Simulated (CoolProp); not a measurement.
A simple Rankine cycle with water: condensing at 294.15 K, boiler at 9.6 MPa, turbine inlet 621.2 K, turbine efficiency 0.65, pump efficiency 0.7, no recuperator. Each further row changes one setting.

Computed with CoolProp (reference Helmholtz-energy equation of state, Wagner 2002).

| case | thermal efficiency (%) | net work (kJ/kg) | heat in (kJ/kg) | turbine exit temperature (K) | volume ratio over the turbine |
|---|---|---|---|---|---|
| as stated | 26.6 | (withheld) | 2830 | 294.1 | 1960 |
| turbine inlet 641.2 K | 26.8 | (withheld) | (withheld) | 294.1 | 1870 |
| condensing temperature 286.15 K | 27.3 | (withheld) | 2860 | 286.1 | 3150 |
| boiler pressure 6.72 MPa | 26.0 | 760 | 2920 | 294.1 | (withheld) |
| turbine efficiency 0.55 | 22.4 | (withheld) | 2830 | 294.1 | (withheld) |

**Question.** What belongs in the gaps?

**Answer.** 
- as stated, net work (kJ/kg): 751
- turbine inlet 641.2 K, net work (kJ/kg): 777
- turbine inlet 641.2 K, heat in (kJ/kg): 2900
- condensing temperature 286.15 K, net work (kJ/kg): 781
- boiler pressure 6.72 MPa, volume ratio over the turbine: 1300
- turbine efficiency 0.55, net work (kJ/kg): 634
- turbine efficiency 0.55, volume ratio over the turbine: 2070

The expansion ends wet for: as stated; turbine inlet 641.2 K; condensing temperature 286.15 K; boiler pressure 6.72 MPa; turbine efficiency 0.55.
